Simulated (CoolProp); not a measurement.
Vapour-liquid equilibrium of propane (1) + R114 (2) at 533 kPa; x and y are mole fractions of (1).

Model: multi-fluid Helmholtz-energy mixture model, Lemmon 2009 and Platzer 1990; pair parameters Bell 2016, in CoolProp. This equation is an older, rougher fit; its heat capacities, sound speeds and derivatives of the liquid may be far off and weren't checked against measurements.

| x | bubble temperature, mixture model (°C) | bubble temperature, Raoult's law (°C) | y, mixture model | y, Raoult's law |
|---|---|---|---|---|
| 0.05 | 50.5 | 51.7 | 0.173 | 0.167 |
| 0.15 | 40.1 | 43.0 | 0.421 | 0.413 |
| 0.25 | 32.2 | 35.7 | 0.579 | 0.580 |
| 0.35 | 26.0 | 29.5 | 0.686 | 0.699 |
| 0.45 | 21.1 | 24.1 | 0.762 | 0.785 |
| 0.55 | 17.1 | 19.4 | 0.821 | 0.849 |
| 0.65 | 13.6 | 15.3 | 0.868 | 0.898 |
| 0.75 | 10.6 | 11.6 | 0.909 | 0.936 |
| 0.85 | 7.8 | 8.3 | 0.946 | 0.966 |
| 0.95 | 5.1 | 5.3 | 0.982 | 0.990 |

The largest gap from Raoult's law is -3.5 K in bubble temperature, at x = 0.35. No azeotrope shows between x = 0.05 and 0.95.

Pair parameters are fitted to limited data, so mixtures are less certain than the pure fluids.
